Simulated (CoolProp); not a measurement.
The fluid at 233.32 K and 0.0462 MPa flows at 12 m/s in a round tube of 2 mm bore and 0.25 µm roughness, fully developed (64/Re and Nu = 3.66 if laminar; Colebrook and Gnielinski if turbulent). The same conditions are run with several fluids, on thermodynamics alone (safety and materials aside).

Model: reference Helmholtz-energy equation of state of each fluid (R410A: Lemmon 2003; R407C: Lemmon 2003; propane: Lemmon 2009; sulfur hexafluoride: Guder 2009), in CoolProp. Blends and air are pseudo-pure fits.

Question: Rank R410A, R407C, propane, sulfur hexafluoride by Reynolds number, highest first.

Answer: sulfur hexafluoride (6900), R407C (5340), R410A (4300), propane (4000)

```
fluid                Darcy friction factor  pressure drop (Pa/m)  heat-transfer coefficient (W/(m² K))  mass flow (kg/h)
-------------------  ---------------------  --------------------  ------------------------------------  ----------------
R410A                               0.0392                  2480                                  64.2             0.238
R407C                               0.0368                  2780                                  76.7             0.284
propane                             0.0400                  1540                                  79.6             0.145
sulfur hexafluoride                 0.0343                  4350                                  95.4             0.478
```

Transport values come from each fluid's own correlations.
